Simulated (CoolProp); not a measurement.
The fluid at 293.15 K and 0.293 MPa is throttled through a valve to 0.12 MPa with no heat exchange. The same conditions are run with several fluids, on thermodynamics alone (safety and materials aside).

Values from CoolProp's reference Helmholtz-energy equation of state of each fluid (R13: Platzer 1990; R134a: Tillner-Roth 1994; ethylene: Smukala 2000; R407C: Lemmon 2003; nitrogen: Span 2000). The equations of Platzer and Polt are older, rougher fits. Blends and air are pseudo-pure fits.

Rank R13, R134a, ethylene, R407C, nitrogen by temperature change (K), highest first.

nitrogen (-0.4), ethylene (-1.9), R13 (-2.1), R407C (-3.9), R134a (-4.2)

```json
[
 {"fluid": "R13", "final density (kg/m³)": "5.24"},
 {"fluid": "R134a", "final density (kg/m³)": "5.24"},
 {"fluid": "ethylene", "final density (kg/m³)": "1.40"},
 {"fluid": "R407C", "final density (kg/m³)": "4.40"},
 {"fluid": "nitrogen", "final density (kg/m³)": "1.38"}
]
```
